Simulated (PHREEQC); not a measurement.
Synthetic water in mg/L, 25 °C, pH 7.35, pe 9:

```csv
constituent,mg/L
Na,12.5
K,11.4
Ca,35.4
Mg,0.178
Cl,61.1
S(6) as SO4,28.9
Alkalinity as HCO3,18.1
F,0.0331
```

Valence states are taken as typed.

The numbers come from PHREEQC with the ion-association model, wateq4f.dat.

No solid was allowed to form.

Problem. Order these S species by the share of S that they hold, largest first: SO4-2, NaSO4-, KSO4-, CaSO4.

Solution. SO4-2 (90 %), CaSO4 (9.2 %), NaSO4- (0.19 %), KSO4- (0.14 %)

The pH is 7.35 and the ionic strength 0.00369 mol/kgw. Species that the database lacks are ignored.
